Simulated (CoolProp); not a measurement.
Properties of toluene at several states (Tc = 591.7 K, pc = 4126 kPa, ω = 0.266).

Values from CoolProp's reference Helmholtz-energy equation of state, Lemmon 2006. It is a short technical equation, of lower accuracy than the large ones.

| T (K) | p (kPa) | phase | cv (kJ/(kg K)) | speed of sound (m/s) | Joule-Thomson coefficient (K/MPa) | isothermal compressibility (1/MPa) | viscosity (µPa s) | conductivity (mW/(m K)) |
|---|---|---|---|---|---|---|---|---|
| 536.2 | 2850 | liquid | 1.994 | [?] | 0.5696 | 0.01533 | 91.9 | 79.6 |
| 568.8 | 92.3 | gas | [?] | 229.7 | 8.444 | 10.94 | 13.0 | 37.5 |
| 350.4 | 179 | liquid | 1.424 | 1090 | -0.3792 | [?] | 325 | 116 |
| 395.2 | 17300 | liquid | 1.572 | 1042 | -0.3485 | [?] | [?] | 113 |
| 382.4 | 13.4 | gas | 1.364 | 191.0 | 33.07 | 75.02 | [?] | 17.8 |

### Question
Some entries are withheld; supply them.

### Answer

- 536.2, speed of sound (m/s): 393.4
- 568.8, cv (kJ/(kg K)): 1.962
- 350.4, isothermal compressibility (1/MPa): 0.001367
- 395.2, isothermal compressibility (1/MPa): 0.001485
- 395.2, viscosity (µPa s): 267
- 382.4, viscosity (µPa s): 8.84

Viscosity comes from a separate model (Avgeri 2015). Thermal conductivity comes from a separate model (Assael 2012).
